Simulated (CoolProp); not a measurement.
Vapour-liquid equilibrium of chloromethane (R40) (1) + isobutene (2) at 0.536 bar; x and y are mole fractions of (1).

Model: multi-fluid Helmholtz-energy mixture model, Thol 2014 and Lemmon 2005; pair parameters Bell 2016, in CoolProp.

| x | bubble temperature (°C) | y at the bubble point | dew temperature at overall composition x (°C) | liquid density (mol/L) |
|---|---|---|---|---|
| 0.05 | -24.1 | 0.125 | -23.0 | 11.76 |
| 0.2 | -28.3 | 0.381 | -25.3 | 12.70 |
| 0.35 | -31.1 | 0.545 | -27.8 | 13.74 |
| 0.5 | -33.1 | 0.668 | -30.3 | 14.91 |
| 0.65 | -34.8 | 0.773 | -32.8 | 16.26 |
| 0.8 | -36.1 | 0.870 | -35.2 | 17.82 |
| 0.95 | -37.3 | 0.967 | -37.1 | 19.65 |

No azeotrope shows between x = 0.05 and 0.95.

Pair parameters are fitted to limited data, so mixtures are less certain than the pure fluids.
